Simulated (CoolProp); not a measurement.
Vapour pressure (MPa) of CF4 (R14): the reference equation beside estimates from Tc = 227.4 K, pc = 3.762 MPa, ω = 0.178. Clausius-Clapeyron is anchored at 141.7 K with a constant enthalpy of vaporisation of 11.99 kJ/mol.

Computed with CoolProp (reference Helmholtz-energy equation of state, Platzer 1990). This equation is an older, rougher fit; its heat capacities, sound speeds and derivatives of the liquid may be far off and weren't checked against measurements.

| T (K) | reference | Lee-Kesler | Clausius-Clapeyron | Redlich-Kwong | Soave-Redlich-Kwong | Peng-Robinson |
|---|---|---|---|---|---|---|
| 130.1 | 0.03067 | 0.03006 | 0.03197 | 0.04591 | 0.03032 | 0.03130 |
| 133 | 0.03957 | 0.03894 | 0.04071 | 0.05863 | 0.03922 | 0.04028 |
| 135.9 | 0.05044 | 0.04982 | 0.05131 | 0.07390 | 0.05010 | 0.05121 |
| 138.8 | 0.06355 | 0.06299 | 0.06405 | 0.09205 | 0.06325 | 0.06438 |
| 141.7 | 0.07922 | 0.07878 | 0.07922 | 0.1134 | 0.07900 | 0.08011 |
| 144.6 | 0.09778 | 0.09751 | 0.09716 | 0.1383 | 0.09769 | 0.09871 |
| 147.5 | 0.1196 | 0.1196 | 0.1182 | 0.1670 | 0.1197 | 0.1205 |
| 150.4 | 0.1449 | 0.1453 | 0.1427 | 0.2000 | 0.1453 | 0.1460 |
| 153.3 | 0.1743 | 0.1750 | 0.1711 | 0.2375 | 0.1750 | 0.1753 |
| 156.2 | 0.2079 | 0.2093 | 0.2038 | 0.2800 | 0.2092 | 0.2091 |

Absolute difference from the reference over all 10 rows, mean and median: Lee-Kesler 0.8 and 0.6 %, Clausius-Clapeyron 1.7 and 1.6 %, Redlich-Kwong 42.2 and 42.3 %, Soave-Redlich-Kwong 0.5 and 0.4 %, Peng-Robinson 1.1 and 1.0 %.
